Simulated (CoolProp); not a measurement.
Vapour-liquid equilibrium of R1234yf (1) + R152A (2) at 225.3 K; x and y are mole fractions of (1).

The numbers come from the multi-fluid Helmholtz-energy mixture model, Lemmon 2022 and Outcalt 1996; pair parameters Bell 2023 in CoolProp.

**Question.** Give the bubble pressure and the first vapour's composition at x = 0.05, 0.35, 0.8. Is there an azeotrope?

**Answer.** x = 0.05: 0.3247 bar, y = 0.092; x = 0.35: 0.3804 bar, y = 0.438; x = 0.8: 0.4131 bar, y = 0.814. No azeotrope shows between x = 0.05 and 0.95.

The pair parameters rest on a limited set of measurements; away from them the model extrapolates.
